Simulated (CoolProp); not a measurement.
A closed Brayton cycle with dry air: compressor inlet 319.15 K and 3.6 MPa, high pressure 7.64 MPa, turbine inlet 975 K, compressor efficiency 0.89, turbine efficiency 0.93, recuperator effectiveness 0 (on enthalpy, no pinch check). Each further row changes one setting.

The numbers come from the reference Helmholtz-energy equation of state, Lemmon 2000 in CoolProp. It is a pseudo-pure fit of the blend.

```tsv
case	thermal efficiency (%)	net work (kJ/kg)	compressor to turbine work	compressor exit (K)	turbine exit (K)
as stated	15.1	94.2	0.48	406.0	815.7
turbine inlet 925 K	15.0	[?]	0.51	406.0	772.5
compressor inlet 329.15 K	15.0	91.3	[?]	[?]	815.7
high pressure 6.49 MPa	[?]	[?]	0.46	[?]	848.1
recuperator effectiveness 0.5	[?]	94.2	0.48	406.0	815.7
```

**Question.** Fill in the missing entries.

**Answer.** 
- turbine inlet 925 K, net work (kJ/kg): 84.8
- compressor inlet 329.15 K, compressor to turbine work: 0.50
- compressor inlet 329.15 K, compressor exit (K): 418.5
- high pressure 6.49 MPa, thermal efficiency (%): 12.2
- high pressure 6.49 MPa, net work (kJ/kg): 78.3
- high pressure 6.49 MPa, compressor exit (K): 385.6
- recuperator effectiveness 0.5, thermal efficiency (%): 23.3
